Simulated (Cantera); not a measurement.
Cantera run:

```python
import numpy as np
import cantera as ct

gas_names = """
    CL CLO CL2 Fe FeCL FeCL2 FeCL3 FeO Fe2CL4 Fe2CL6 N NO NO2 NO3 N2 N2O O O2 O3
""".split()
cond_names = """
    Fe(a) Fe(c) Fe(d) Fe(L) FeCL2(s) FeCL2(L) FeCL3(s) FeCL3(L) FeO(s) FeO(L) Fe2O3(s) Fe3O4(s)
""".split()


# ... load() reads the species with a 1 bar reference pressure and builds the phases ...
atoms = {
    'Fe2O3': {'Fe': 2, 'O': 3},
    'Cl2': {'CL': 2},
    'N2': {'N': 2},
}
top_T = {'Fe2O3(s)': 1830, 'Fe3O4(s)': 1870}  # K; cautious upper limits of use, not melting points


# ... equilibrate(T, P, feed) seeds the gas with the atoms and calls Mixture.equilibrate('TP', solver="vcs", rtol=1e-11, max_steps=5000) ...
results = []
feed = {'Fe2O3': 1, 'Cl2': 1.6, 'N2': 0.92}  # mol
T = 1273  # K
P = 340  # Pa
mix = equilibrate(T, P, feed)
results.append((T, P, feed, dict(zip(mix.species_names, mix.species_moles))))
x = sorted(zip(gas.X, gas.species_names), reverse=True)
print(f"T = {T:g} K  P = {P:g} Pa  gas = {mix.phase_moles(0):.4g} mol")
print("   x: " + "  ".join(f"{s} {v:.3e}" for v, s in x if v > 1e-06))
print("   condensed (mol): " + ("  ".join(f"{mix.phase(i).name} {mix.phase_moles(i):.4g}"
      for i in range(1, mix.n_phases) if mix.phase_moles(i) > 1e-12) or "none"))
```

It prints:

```
T = 1273 K  P = 340 Pa  gas = 3.229 mol
   x: N2 2.848e-01  O2 2.285e-01  FeCL2 2.284e-01  CL2 1.233e-01  FeCL3 7.630e-02  CL 5.843e-02  NO 2.074e-04  CLO 5.608e-05  Fe2CL4 5.186e-05  Fe2CL6 1.228e-06
   condensed (mol): Fe2O3(s) 0.5079
```

Method: chemical equilibrium by Gibbs-energy minimisation in Cantera with the NASA 1993 tables (ideal gas, pure condensed phases).
